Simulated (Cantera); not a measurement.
Input: 1 mol Si₃N₄, a varied amount of O₂, 7.7 mol H₂, equilibrated at 1275 K and 0.100 bar.

These are equilibrium values from Cantera (NASA tables, ideal gas, pure condensed phases), not measurements of a reactor. Candidate condensed phases: H₂O, Si, SiO₂, Si₂N₂O, Si₃N₄; 35 gas species. Mutual solubility and eutectic melting of coexisting phases are not modelled. The tables hold silica as quartz up to 1696 K and as liquid above; real silica turns to tridymite and cristobalite and melts near 1996 K. The numbers say what is thermodynamically allowed, not how fast it happens.

x: gas mole fraction; n: condensed amount in mol.

| n(O₂) (mol) | x H₂ | x N₂ | x H₂O | x NH₃ | x H | x SiO | n Si₂N₂O(s) | n Si₃N₄(s) | n SiO₂(β-quartz) |
|---|---|---|---|---|---|---|---|---|---|
| 0.25 | 0.979 | 0.0212 | 1.26e-9 | 1.94e-6 | 2.31e-6 | 6.68e-10 | 0.500 | 0.667 | 0 |
| 0.28 | 0.976 | (withheld) | 1.31e-9 | 2.04e-6 | 2.30e-6 | 6.44e-10 | (withheld) | 0.627 | 0 |
| 0.32 | 0.973 | 0.0270 | 1.36e-9 | 2.16e-6 | 2.30e-6 | 6.17e-10 | 0.640 | 0.573 | 0 |
| 0.36 | 0.970 | 0.0302 | 1.41e-9 | 2.28e-6 | 2.30e-6 | 5.94e-10 | 0.720 | 0.520 | 0 |
| 0.4 | 0.967 | 0.0335 | 1.45e-9 | 2.39e-6 | 2.29e-6 | 5.74e-10 | 0.800 | 0.467 | 0 |
| 0.46 | 0.962 | 0.0383 | 1.51e-9 | 2.54e-6 | 2.29e-6 | 5.49e-10 | 0.920 | 0.387 | 0 |
| 0.51 | 0.958 | 0.0423 | 1.55e-9 | 2.65e-6 | 2.28e-6 | 5.31e-10 | 1.02 | 0.320 | 0 |
| 0.58 | 0.952 | 0.0478 | 1.61e-9 | 2.79e-6 | 2.27e-6 | 5.09e-10 | 1.16 | 0.227 | 0 |
| 0.65 | 0.947 | 0.0533 | 1.66e-9 | 2.92e-6 | 2.27e-6 | 4.91e-10 | 1.30 | 0.133 | 0 |
| 0.73 | 0.941 | (withheld) | 1.71e-9 | 3.05e-6 | 2.26e-6 | 4.74e-10 | 1.46 | (withheld) | 0 |
| 0.82 | 0.934 | 0.0663 | 7.66e-5 | 3.19e-6 | 2.25e-6 | 9.53e-8 | 1.45 | 0 | 0.0929 |
| 0.92 | 0.926 | 0.0738 | 7.87e-5 | 3.32e-6 | 2.24e-6 | 9.20e-8 | 1.39 | 0 | 0.226 |
| 1 | 0.920 | 0.0797 | 8.03e-5 | 3.42e-6 | 2.24e-6 | 8.96e-8 | 1.33 | 0 | 0.333 |

Q: Complete the blanks.

A: 
- 0.73, x N₂: 0.0594
- 0.73, n Si₃N₄(s): 0.0267
- 0.28, x N₂: 0.0237
- 0.28, n Si₂N₂O(s): 0.560
